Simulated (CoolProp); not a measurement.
Saturation properties of CH3F (R41).

Values from CoolProp's reference Helmholtz-energy equation of state, Lemmon 2006. It is a short technical equation, of lower accuracy than the large ones.

```tsv
T (°C)	p (MPa)	liquid density (kg/m³)	vapour density (kg/m³)	enthalpy of vaporisation (kJ/kg)	liquid cp (kJ/(kg K))	surface tension (mN/m)
-57.75	0.2798	836.4	5.778	457.1	2.119	12.3
-55.45	0.3093	831.2	6.355	453.3	2.127	12.0
-53.05	0.3426	825.6	7.006	449.4	2.135	11.6
-50.75	0.3770	820.3	7.677	445.5	2.144	11.3
-48.35	0.4157	814.6	8.430	441.4	2.154	10.9
-46.05	0.4556	809.1	9.206	437.4	2.165	10.6
-43.65	0.5002	803.3	10.08	433.2	2.176	10.2
-41.25	0.5481	797.4	11.01	428.8	2.189	9.89
-38.95	0.5971	791.7	11.97	424.5	2.201	9.56
-36.55	0.6518	785.6	13.04	420.0	2.215	9.22
-34.25	0.7076	779.8	14.14	415.5	2.230	8.89
-31.85	0.7697	773.5	15.36	410.7	2.246	8.56
-29.55	0.8329	767.5	16.62	406.0	2.263	8.23
-27.15	0.9030	761.0	18.02	401.0	2.281	7.90
```

It boils at -78.4 °C under 1 atm.

Surface tension comes from a separate correlation (Mulero 2012).
